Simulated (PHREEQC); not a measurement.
0.042 g of hydrous ferric oxide (600 m²/g; 0.2 weak and 0.005 strong sites per Fe, Dzombak-Morel constants, diffuse double layer) in 1 kg of water with 0.05 mol/kgw of an inert sodium salt and 0.00097 mmol/kgw Ag2SO4, at 25 °C; the pH is set by adding NaOH or the inert anion's acid. Oxygen alone is held at its pressure in air (log pO2 = -0.68). No CO2 enters from the air. Nothing may precipitate in this run.

Model: ion-association model, wateq4f.dat, run in PHREEQC.

```
pH   S sorbed (%)  Ag sorbed (%)  surface charge σ (C/m²)
---  ------------  -------------  -----------------------
4            97.1            0.0                    0.288
4.5          94.2            0.0                    0.234
5            85.7            0.2                    0.177
5.5          64.0            0.7                    0.128
6            30.4            2.4                    0.088
6.5           8.2            7.5                    0.057
7             1.5           19.2                    0.034
7.5           0.2           38.4                    0.017
8             0.0           59.9                    0.003
8.5           0.0           77.7                   -0.010
9             0.0           89.4                   -0.026
9.5           0.0           95.7                   -0.046
10            0.0           98.4                   -0.074
```
